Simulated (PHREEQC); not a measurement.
Make-up at 20 °C: 0.016 mol/kgw CaCl2, 7.3e-05 mol/kgw Na2HPO4 and 0.00035 mol/kgw NaCl. Closed to the air; pH follows from the charge balance.

The numbers come from PHREEQC with the ion-association model, phreeqc.dat.

```csv
quantity,before,after
pH,7.67,1.85
SI of Halite (NaCl),-6.53,-6.77
```

Task: Which change was made?
(A) CaCl2 from 0.016 to 0.08 mol/kgw
(B) diluted 10-fold with water
(C) CaCl2 replaced by HCl at the same molality
(D) CaCl2 replaced by NH4Cl at the same molality
(E) temperature from 20 to 90 °C

Result: C, CaCl2 replaced by HCl at the same molality

This is a speciation only: nothing precipitates in the calculation. Some of these states are supersaturated (in Hydroxyapatite, for instance).
